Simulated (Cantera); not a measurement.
Cantera run, input and output.

```python
import numpy as np
import cantera as ct

gas = ct.Solution("h2o2.yaml")
gas.TPX = 550, 48000, {'H2': 1, 'O2': 0.862, 'N2': 3.24, 'H2O': 0.1}
flame = ct.FreeFlame(gas, width=0.067)
flame.set_refine_criteria(ratio=3, slope=0.08, curve=0.16)
flame.transport_model = "mixture-averaged"
flame.solve(loglevel=0, auto=True)
z, T = flame.grid, flame.T
thick = (T[-1] - T[0]) / np.gradient(T, z).max()
show = ['H2', 'O2', 'H2O', 'H', 'HO2', 'OH']
print(f"laminar burning velocity  {flame.velocity[0] * 100:.3f} cm/s")
print(f"burnt temperature         {T[-1]:.1f} K")
print(f"thermal thickness         {thick * 1e3:.4f} mm")
print(f"grid points               {len(z)}")
z0 = z[flame.heat_release_rate.argmax()]
print(f"{'z/mm':>9s}{'T/K':>9s}{'u/(m/s)':>9s}" + "".join(f"{s:>11s}" for s in show))
rows = []
for k in (-3, -2, -1.5, -1, -0.5, -0.25, 0, 0.25, 0.5, 1, 2, 4, 8):
    zz = z0 + k * thick
    rows.append([k * thick, np.interp(zz, z, T), np.interp(zz, z, flame.velocity),
                 *(np.interp(zz, z, flame.X[gas.species_index(s)]) for s in show)])
    print(f"{rows[-1][0] * 1e3:9.3f}{rows[-1][1]:9.1f}{rows[-1][2]:9.3f}" + "".join(f"{x:11.3e}" for x in rows[-1][3:]))
```

It prints:

```
laminar burning velocity  336.045 cm/s
burnt temperature         1959.8 K
thermal thickness         1.0458 mm
grid points               112
     z/mm      T/K  u/(m/s)         H2         O2        H2O          H        HO2         OH
   -3.137    550.0    3.360  1.922e-01  1.657e-01  1.922e-02  2.325e-15  8.990e-12  8.225e-16
   -2.092    550.0    3.360  1.922e-01  1.657e-01  1.922e-02  5.000e-13  7.091e-10  1.313e-13
   -1.569    550.0    3.360  1.922e-01  1.657e-01  1.923e-02  3.647e-11  1.602e-08  3.698e-12
   -1.046    550.1    3.359  1.916e-01  1.658e-01  1.924e-02  2.307e-08  1.246e-06  6.555e-10
   -0.523    576.5    3.482  1.811e-01  1.670e-01  2.114e-02  1.091e-04  1.916e-04  6.053e-05
   -0.261    772.7    4.555  1.467e-01  1.623e-01  4.156e-02  3.077e-03  1.373e-04  5.826e-04
    0.000   1113.2    6.405  7.943e-02  1.341e-01  1.052e-01  1.554e-02  6.686e-05  2.358e-03
    0.261   1369.9    7.816  2.861e-02  9.627e-02  1.700e-01  2.282e-02  3.829e-05  6.403e-03
    0.523   1505.8    8.551  1.542e-02  8.338e-02  1.916e-01  1.966e-02  2.766e-05  8.727e-03
    1.046   1642.2    9.261  1.132e-02  7.900e-02  2.027e-01  1.254e-02  1.995e-05  1.019e-02
    2.092   1763.5    9.873  8.056e-03  7.714e-02  2.120e-01  6.365e-03  1.342e-05  1.028e-02
    4.183   1855.6   10.325  4.711e-03  7.639e-02  2.200e-01  2.519e-03  7.928e-06  8.874e-03
    8.366   1912.9   10.602  2.251e-03  7.645e-02  2.256e-01  7.753e-04  4.147e-06  6.601e-03
```

Model: the H2/O2 subset of GRI-Mech 3.0, which has no nitrogen chemistry, integrated in Cantera. Burning velocities carry a grid error of a few per cent, more on coarse grids. Lean hydrogen flames are cellular in practice and burn faster than this planar one.
